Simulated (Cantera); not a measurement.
Equilibrium for abatement and gas-phase synthesis: NH₃ + H₂ + O₂ + H₂O

Feed: 1 mol NH₃, 0.036 mol H₂, 1.6 mol O₂, 9.1 mol H₂O, equilibrated at 1327 °C and 45800 Torr.

Cantera equilibrium calculation (NASA polynomials, part measured and part estimated; ideal gas, pure solids and liquids). Candidate condensed phases: H₂O; 24 gas species. The ideal-gas law is rough above about 30 bar. The numbers say what is thermodynamically allowed, not how fast it happens.

* **x(H₂O)**: 0.889
* **x(O₂)**: 0.0693
* **x(N₂)**: 0.0416
* **x(NO)**: 0.000256
* **x(OH)**: 0.000143
* **x(NO₂)**: 4.64e-6
* **x(H₂)**: 2.87e-6
* **x(HO₂)**: 1.38e-6
* **gas amount**: 11.97 mol
